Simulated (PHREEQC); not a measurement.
Consider water at 25 °C with 0.0024 mol/kgw Cu(BF4)2, 0.0017 mol/kgw HNO3 and 0.047 mol/kgw H3BO3. Closed to the air; pH follows from the charge balance.

Model: ion-association model, phreeqc.dat, run in PHREEQC.

No solid was allowed to form.

### Question
Order these F species by the share of F that they hold, largest first: BF3OH-, HF, F-, BF4-, BF2(OH)2-.

### Answer
BF4- (68 %), BF3OH- (14 %), BF2(OH)2- (9.0 %), HF (7.2 %), F- (2.4 %)

The pH is 2.66 and the ionic strength 0.00955 mol/kgw. Real BF4- forms and hydrolyses slowly; the run takes it at equilibrium.
